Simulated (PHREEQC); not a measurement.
PHREEQC input (ion-association model, wateq4f.dat):

```
SOLUTION_MASTER_SPECIES
  An  An-  0  An  62.0  # stands for a non-complexing anion
SOLUTION_SPECIES
  An- = An-
    -log_k 0
    -gamma 3.0 0
PHASES
  Fix_H+
    H+ = H+
    -log_k 0
SOLUTION 1
  temp 25
  units mmol/kgw
  pH 7 charge
  S(6) 0.0016
  Ag 0.0032
  Na 300
  An 300
END
SELECTED_OUTPUT 1
  -reset false
  -pH true
  -pe true
  -ionic_strength true
  -water true
  -totals Ag Na S S(-2) S(6)
  -molalities Hfo_wOH Hfo_wOH2+ Hfo_wO- Hfo_sOH Hfo_sOH2+ Hfo_sO- Hfo_sOAg Hfo_wOAg Hfo_wSO4- Hfo_wOHSO4-2
  -saturation_indices Ag2O Ag2SO4 Mirabilite
USER_PUNCH 1
  -headings sigma psi
  10 PUNCH EDL("sigma", "Hfo"), EDL("psi", "Hfo")
PRINT
  -reset false
USE solution 1
SURFACE 1
  Hfo_wOH 0.000696629 600 0.31
  Hfo_sOH 1.74157e-05
EQUILIBRIUM_PHASES 1
  Fix_H+ -4 HAn 10
    -force_equality true
  O2(g) -0.68 10
END
# ... the last block is repeated for the other 16 points of pH, with NaOH or the acid as the point needs
```

Selected output (columns that matter, 11 of 17 rows; pH added in front):

```
pH	mu	Ag	Na	S	m_Hfo_wOH	m_Hfo_wOH2+	m_Hfo_wO-	m_Hfo_sOH	m_Hfo_sOH2+	m_Hfo_sO-	si_Ag2O	si_Mirabilite	sigma	psi
4	0.30047	3.1995e-06	0.3	2.3256e-07	3.995e-05	0.00065526	5.5799e-08	1.0007e-06	1.6413e-05	1.3977e-09	-15.844	-7.6309	0.34763	0.12276
4.75	0.30031	3.1912e-06	0.3	3.5676e-07	0.00013806	0.00055654	7.8465e-07	3.4561e-06	1.3931e-05	1.9641e-08	-14.346	-7.444	0.29467	0.11444
5.12	0.30026	3.1689e-06	0.3	5.0974e-07	0.00021103	0.0004824	2.1148e-06	5.2746e-06	1.2057e-05	5.286e-08	-13.612	-7.2889	0.25456	0.10713
5.88	0.30017	2.9202e-06	0.3	1.0724e-06	0.00036313	0.00032364	9.3338e-06	8.9407e-06	7.9684e-06	2.2981e-07	-12.163	-6.9658	0.16661	0.086368
6.25	0.30013	2.5486e-06	0.3	1.3336e-06	0.00042235	0.00025818	1.5827e-05	1.0172e-05	6.2182e-06	3.8119e-07	-11.541	-6.871	0.12851	0.074166
7	0.30007	1.2439e-06	0.3	1.5623e-06	0.0005003	0.00016056	3.5714e-05	1.112e-05	3.5686e-06	7.938e-07	-10.664	-6.8023	0.066169	0.046355
7.75	0.30002	3.2485e-07	0.3	1.5965e-06	0.0005315	0.00010105	6.4041e-05	1.1122e-05	2.1145e-06	1.3401e-06	-10.33	-6.7928	0.019598	0.015437
8.12	0.30001	1.4796e-07	0.30001	1.599e-06	0.00053472	8.0427e-05	8.1442e-05	1.1055e-05	1.6628e-06	1.6838e-06	-10.273	-6.7921	-0.00053838	-0.00043048
8.88	0.30006	2.7765e-08	0.3001	1.5999e-06	0.00051915	4.7527e-05	0.00012991	1.0645e-05	9.7456e-07	2.6638e-06	-10.207	-6.7917	-0.043615	-0.032633
9.25	0.3001	1.2424e-08	0.30016	1.6e-06	0.00049816	3.4727e-05	0.0001637	1.0204e-05	7.1134e-07	3.3532e-06	-10.166	-6.7915	-0.068281	-0.04752
10	0.30028	2.6577e-09	0.3004	1.6e-06	0.00041803	1.5201e-05	0.00026335	8.557e-06	3.1117e-07	5.3907e-06	-10.011	-6.7911	-0.13137	-0.075168
```
